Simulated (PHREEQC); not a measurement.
Consider water at 25 °C with 0.046 mol Pb(NO3)2, 8.5e-05 mol H3AsO4, 6.7e-05 mol HCl and 0.18 mol Na2SO4 per kg of water. Closed to the air; pH follows from the charge balance.

Computed with PHREEQC (ion-association model, wateq4f.dat).

Question: The ionic strength comes out as 0.462 mol/kgw. What activity coefficients do NaSO4-, PbNO3+, NO3-, Cl-, PbOH+ get?

Answer: NaSO4- 0.70, PbNO3+ 0.73, NO3- 0.62, Cl- 0.65, PbOH+ 0.73.

This is a speciation only: nothing precipitates in the calculation. The solution is supersaturated, for example in Anglesite, Larnakite, so a real one may precipitate; this is no full list. The database has no arsenate complexes of Pb.
